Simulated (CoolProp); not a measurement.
Dodecamethylpentasiloxane (MD3M) along the isotherm 620 K: density (kg/m³) from the reference equation and from simpler models built on Tc = 628.0 K, pc = 0.9540 MPa, ω = 0.730; each cubic takes its own stable root.

Values from CoolProp's reference Helmholtz-energy equation of state, Thol 2019.

| p (MPa) | phase | reference | ideal gas | van der Waals | Redlich-Kwong |
|---|---|---|---|---|---|
| 0.0477 | gas | 3.632 | 3.561 | 3.617 | 3.626 |
| 0.0954 | gas | 7.416 | 7.122 | 7.353 | 7.389 |
| 0.143 | gas | 11.36 | 10.68 | 11.21 | 11.30 |
| 0.191 | gas | 15.52 | 14.26 | 15.25 | 15.40 |
| 0.238 | gas | 19.81 | 17.77 | 19.35 | 19.61 |
| 0.286 | gas | 24.43 | 21.35 | 23.73 | 24.11 |
| 0.334 | gas | 29.32 | 24.93 | 28.30 | 28.85 |
| 0.382 | gas | 34.53 | 28.52 | 33.11 | 33.87 |
| 0.429 | gas | 39.99 | 32.03 | 38.07 | 39.08 |
| 0.477 | gas | 46.01 | 35.61 | 43.44 | 44.77 |
